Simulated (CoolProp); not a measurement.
Fluorine along the isobar 6.88 MPa: fugacity coefficient from the reference equation and from simpler models built on Tc = 144.4 K, pc = 5.240 MPa, ω = 0.045; each cubic takes its own stable root.

Computed with CoolProp (reference Helmholtz-energy equation of state, de Reuck 1990).

```tsv
T (K)	phase	reference
96.3	liquid	0.05265
109.9	liquid	0.1351
123.5	liquid	0.2675
137.1	liquid	0.4404
150.6	supercritical	0.6199
164.2	supercritical	0.7233
177.8	supercritical	0.7876
191.4	supercritical	0.8339
205	supercritical	0.8686
218.5	supercritical	0.8952
232.1	supercritical	0.9161
245.7	supercritical	0.9328
259.3	supercritical	0.9463
272.8	supercritical	0.9572
286.4	supercritical	0.9663
300	supercritical	0.9740
```

Question: How far does each simpler model (Soave-Redlich-Kwong, Peng-Robinson) lie from the reference over these 16 states: mean and median of the absolute difference, and the worst?

Answer: 
- Soave-Redlich-Kwong: mean 0.9 %, median 0.8 %, worst +2.2 % at 109.9 K and 6.88 MPa
- Peng-Robinson: mean 2.3 %, median 2.0 %, worst -4.4 % at 164.2 K and 6.88 MPa
